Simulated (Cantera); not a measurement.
A Cantera script and what it prints.

```python
import numpy as np
import cantera as ct

gas_names = """
    Cr CrO CrO2 CrO3 H HO2 H2 H2O H2O2 O OH O2 O3
""".split()
cond_names = """
    Cr(cr) Cr(L) Cr2O3(s) Cr2O3(L) H2O(s) H2O(L)
""".split()


# ... load() reads the species with a 1 bar reference pressure and builds the phases ...
atoms = {
    'Cr2O3': {'Cr': 2, 'O': 3},
    'H2': {'H': 2},
}
top_T = {}  # K; cautious upper limits of use, not melting points


# ... equilibrate(T, P, feed) seeds the gas with the atoms and calls Mixture.equilibrate('TP', solver="vcs", rtol=1e-11, max_steps=5000) ...
results = []
feed = {'Cr2O3': 1, 'H2': 76}  # mol
P = 400000  # Pa
for T in [823, 923, 1023, 1123, 1223, 1323, 1423, 1523, 1623, 1723, 1823, 1923]:
    mix = equilibrate(T, P, feed)
    results.append((T, P, feed, dict(zip(mix.species_names, mix.species_moles))))

top = {s: max(r[3][s] / sum(r[3][g] for g in gas_names) for r in results) for s in gas_names}
cols = sorted((s for s in top if top[s] > 0.001), key=lambda s: -top[s])[:7]
seen = [c for c in cond_names if any(r[3].get(c, 0) > 1e-12 for r in results)]
print("log10 of partial pressures in bar; condensed amounts in mol")
print(f"{'T/K':>10s}" + "".join(f"{s[:9]:>10s}" for s in cols + seen))
for T, P, feed, n in results:
    ng = sum(n[g] for g in gas_names)
    print(f"{T:10.4g}" + "".join(f"{np.log10(max(n[s] / ng * P / 1e5, 1e-99)):10.3f}" for s in cols)
          + "".join(f"{n.get(c, 0):10.4g}" for c in seen))
```

It prints:

```
log10 of partial pressures in bar; condensed amounts in mol
       T/K        H2       H2O    Cr(cr)  Cr2O3(s)
       823     0.602    -5.916 1.536e-05         1
       923     0.602    -5.036 0.0001167    0.9999
      1023     0.602    -4.333 0.0005882    0.9997
      1123     0.602    -3.760    0.0022    0.9989
      1223     0.602    -3.284  0.006584    0.9967
      1323     0.602    -2.882   0.01662    0.9917
      1423     0.602    -2.538    0.0367    0.9816
      1523     0.601    -2.240   0.07288    0.9636
      1623     0.601    -1.979    0.1328    0.9336
      1723     0.600    -1.749    0.2252    0.8871
      1823     0.599    -1.544    0.3594    0.8191
      1923     0.597    -1.361    0.5431     0.724
```

These are equilibrium values from Cantera (NASA tables, ideal gas, pure condensed phases), not measurements of a reactor. Mutual solubility and eutectic melting of coexisting phases are not modelled.
